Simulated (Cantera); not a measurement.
What does this Cantera script print?

```python
import numpy as np
import cantera as ct

gas = ct.Solution("gri30.yaml")
gas.TPX = 350, 101325, {'CH4': 1, 'O2': 4.08, 'N2': 16.7, 'H2O': 0.44, 'H2': 0.57}
inlet = ct.Reservoir(gas, clone=True)
gas.equilibrate("HP")  # start burning
reactor = ct.IdealGasConstPressureReactor(gas, energy="on", clone=False)
exhaust = ct.Reservoir(gas, clone=True)
tau = [0.18, 0.049, 0.014, 0.0037, 0.001, 0.00028, 7.7e-05, 2.1e-05, 5.8e-06][0]
for a, b in ((inlet, reactor), (reactor, exhaust)):
    ct.MassFlowController(a, b, mdot=lambda t: reactor.mass / tau)
net = ct.ReactorNet([reactor])
show = ['CH4', 'O2', 'H2O', 'HCO', 'CO', 'H', 'CH2']

rows = []
print(f"{'tau/s':>10s}{'T/K':>9s}" + "".join(f"{s:>11s}" for s in show))
for tau in [0.18, 0.049, 0.014, 0.0037, 0.001, 0.00028, 7.7e-05, 2.1e-05, 5.8e-06]:
    net.initial_time = 0.0
    net.advance(30 * tau)
    before = gas.X
    net.advance(40 * tau)
    drift = np.max(np.abs(gas.X - before) / (gas.X + 1e-9))
    rows.append([gas.T, *gas[show].X, drift])
    print(f"{tau:10.3e}{gas.T:9.1f}" + "".join(f"{x:11.3e}" for x in gas[show].X))
```

Result:

```
     tau/s      T/K        CH4         O2        H2O        HCO         CO          H        CH2
 1.800e-01   1559.2  1.263e-05  7.973e-02  1.334e-01  6.931e-09  1.779e-04  5.646e-06  1.895e-08
 4.900e-02   1554.6  2.892e-05  7.981e-02  1.331e-01  2.686e-08  4.361e-04  2.003e-05  5.903e-08
 1.400e-02   1545.1  6.490e-05  8.009e-02  1.325e-01  9.976e-08  1.038e-03  6.659e-05  1.645e-07
 3.700e-03   1522.3  1.599e-04  8.097e-02  1.314e-01  3.995e-07  2.630e-03  2.232e-04  4.462e-07
 1.000e-03   1468.5  4.623e-04  8.377e-02  1.289e-01  1.527e-06  6.822e-03  6.118e-04  1.090e-06
 2.800e-04    350.0  4.388e-02  1.790e-01  1.931e-02  6.469e-35  1.976e-15  1.663e-27  2.429e-33
 7.700e-05    350.0  4.388e-02  1.790e-01  1.931e-02 -5.928e-40  6.561e-17  5.513e-29  3.135e-33
 2.100e-05    350.0  4.388e-02  1.790e-01  1.931e-02  2.588e-43  8.109e-20  6.840e-32  1.052e-34
 5.800e-06    350.0  4.388e-02  1.790e-01  1.931e-02  7.081e-46  5.122e-21  4.330e-33 -1.955e-36
```

Computed with Cantera and GRI-Mech 3.0 (53 species, 325 reactions).
